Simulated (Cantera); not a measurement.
Input: 1 mol n-butane, 7.2 mol H₂, held at 1877 °C and 10000 Pa.

These are equilibrium values from Cantera (NASA tables, ideal gas, pure condensed phases), not measurements of a reactor. Candidate condensed phases: C, C₆H₆, C₇H₈, C₈H₁₈; 76 gas species. Equilibrium is a limit: real reactors are often held back by kinetics, nucleation or transport.

Base state: H₂ 0.985, H 0.0132, C₂H₂ (acetylene) 0.00191, CH₄ 2.85e-5 (mole fractions); condensed: C(graphite).

Task: What changes in the equilibrium state with this change: temperature from 1877 °C to 1077 °C?

Result: 
```
species            before     after
----------------  -------  --------
H₂                  0.985     0.999
CH₄               2.85e-5  0.000576
H                  0.0132   7.53e-6
C₂H₂ (acetylene)  0.00191   1.24e-6
C(graphite), mol     3.95      3.99
```
